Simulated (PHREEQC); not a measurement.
Make-up at 25 °C: 0.0095 mol HF, 6.8e-05 mol NaF and 3.7e-05 mol H2SiF6 per kg of water. Closed to the air; pH follows from the charge balance.

Model: ion-association model, phreeqc.dat, run in PHREEQC.

### Question
The ionic strength comes out as 0.00245 mol/kgw. What activity coefficients do H+, F-, Na+, HF2-, SiF6-2 get?

### Answer
H+ 0.95, F- 0.95, Na+ 0.95, HF2- 0.95, SiF6-2 0.81.

This is a speciation only: nothing precipitates in the calculation. SiF6-2 is the database's only silicon fluoride.
